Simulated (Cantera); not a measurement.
# Cu + CO + N2 (metals in furnace atmospheres)

Feed: 1 mol Cu, 1.1 mol CO, 84 mol N2, equilibrated at 4400 Pa.

Equilibrium computed with Cantera from the NASA thermochemical tables; the gas is ideal and each condensed phase is pure. Candidate condensed phases: C, Cu, CuO, Cu2O; 27 gas species. Equilibrium is a limit: real reactors are often held back by kinetics, nucleation or transport.

At 948 K the condensed part is C(graphite) + Cu(s). From 1098 K to 1248 K the condensed part is Cu(s). From 1398 K to 1698 K the condensed part is Cu(l). From 1848 K to 1998 K nothing is condensed.

```csv
T (K),x N2,x CO,x Cu,x Cu2,x CO2,x CN,x N,x C2N2,n C(graphite),n Cu(s),n Cu(l)
948,0.987,0.0129,3.92e-11,<1e-12,1.28e-5,<1e-12,<1e-12,<1e-12,0.00109,1.00,0
1098,0.987,0.0129,1.27e-8,<1e-12,6.71e-7,<1e-12,<1e-12,<1e-12,0,1.000,0
1248,0.987,0.0129,1.00e-6,4.84e-11,7.26e-8,<1e-12,<1e-12,2.17e-11,0,1.000,0
1398,0.987,0.0129,2.95e-5,5.67e-9,1.29e-8,3.34e-11,<1e-12,5.49e-10,0,0,0.997
1548,0.987,0.0129,0.000409,2.16e-7,5.64e-9,7.33e-10,<1e-12,2.45e-9,0,0,0.965
1698,0.984,0.0129,0.00352,4.21e-6,6.84e-9,3.89e-9,2.53e-11,1.48e-9,0,0,0.699
1848,0.976,0.0128,0.0116,1.49e-5,1.17e-8,1.08e-8,3.96e-10,4.57e-10,0,0,0
1998,0.976,0.0128,0.0116,5.75e-6,2.19e-8,2.19e-8,4.13e-9,1.25e-10,0,0,0
```
x: gas mole fraction; n: condensed amount in mol.
